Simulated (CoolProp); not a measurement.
Aqueous methanol as a coolant, at 9 °C, 1 atm.

Model: Melinder's fits for secondary coolants, in CoolProp.

```csv
mass %,freezing point (°C),Prandtl number,conductivity (W/(m K)),cp (kJ/(kg K)),viscosity (mPa s)
3.5,-2.0,11.4,0.558,4.238,1.51
8.9,-5.7,14.2,0.529,4.230,1.78
14.3,-10.0,17.0,0.501,4.174,2.04
19.7,-14.8,19.7,0.473,4.098,2.28
25.1,-20.2,22.1,0.447,4.013,2.47
30.4,-26.2,24.0,0.422,3.926,2.58
35.8,-32.9,25.3,0.398,3.831,2.63
41.2,-40.4,25.9,0.375,3.726,2.61
46.6,-48.8,25.7,0.354,3.608,2.53
```
